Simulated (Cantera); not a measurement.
C2H2 + H2O (carbon deposition, reforming and gasification)

Input: 1 mol C2H2, 0.31 mol H2O, at 1 atm.

Cantera equilibrium calculation (NASA polynomials, part measured and part estimated; ideal gas, pure solids and liquids). Candidate condensed phases: C, C6H6, C7H8, C8H18, H2O; 110 gas species. Rates play no part.

```
T (K)   x H2   x CO       x H  x C2H2 (acetylene)  n C(graphite)
-----  -----  -----  --------  ------------------  -------------
1673   0.808  0.191  0.000102             4.60e-5           1.69
1773   0.808  0.191  0.000254            0.000113           1.69
1873   0.807  0.191  0.000576            0.000252           1.69
1973   0.807  0.191   0.00120            0.000517           1.69
2073   0.805  0.191   0.00234            0.000987           1.69
2173   0.803  0.191   0.00430             0.00177           1.68
2273   0.799  0.191   0.00746             0.00301           1.68
```
x: gas mole fraction; n: condensed amount in mol.

From 1673 K to 2273 K the condensed part is C(graphite). The main C-bearing gas is CO throughout.
